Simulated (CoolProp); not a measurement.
Hexamethyldisiloxane (MM) along the isobar 0.609 MPa: Z from the reference equation and from simpler models built on Tc = 518.7 K, pc = 1.931 MPa, ω = 0.418; each cubic takes its own stable root.

Model: reference Helmholtz-energy equation of state, Thol 2016, in CoolProp.

```json
[
 {"T (K)": "500.5", "phase": "gas", "reference": "0.8580"},
 {"T (K)": "506.7", "phase": "gas", "reference": "0.8651"},
 {"T (K)": "512.9", "phase": "gas", "reference": "0.8716"},
 {"T (K)": "519.1", "phase": "gas", "reference": "0.8777"},
 {"T (K)": "525.4", "phase": "gas", "reference": "0.8836"},
 {"T (K)": "531.6", "phase": "gas", "reference": "0.8890"},
 {"T (K)": "537.8", "phase": "gas", "reference": "0.8940"},
 {"T (K)": "544", "phase": "gas", "reference": "0.8988"},
 {"T (K)": "550.2", "phase": "gas", "reference": "0.9033"},
 {"T (K)": "556.4", "phase": "gas", "reference": "0.9075"},
 {"T (K)": "562.6", "phase": "gas", "reference": "0.9115"},
 {"T (K)": "568.8", "phase": "gas", "reference": "0.9153"},
 {"T (K)": "575", "phase": "gas", "reference": "0.9190"},
 {"T (K)": "581.2", "phase": "gas", "reference": "0.9224"}
]
```

### Question
How far does each simpler model (Pitzer virial, van der Waals, Redlich-Kwong, Soave-Redlich-Kwong) lie from the reference over these 14 states: mean and median of the absolute difference, and the worst?

### Answer
- Pitzer virial: mean 1.0 %, median 1.0 %, worst +1.7 % at 500.5 K and 0.609 MPa
- van der Waals: mean 1.6 %, median 1.4 %, worst +3.4 % at 500.5 K and 0.609 MPa
- Redlich-Kwong: mean 0.5 %, median 0.3 %, worst +1.3 % at 500.5 K and 0.609 MPa
- Soave-Redlich-Kwong: mean 0.7 %, median 0.7 %, worst +0.9 % at 500.5 K and 0.609 MPa
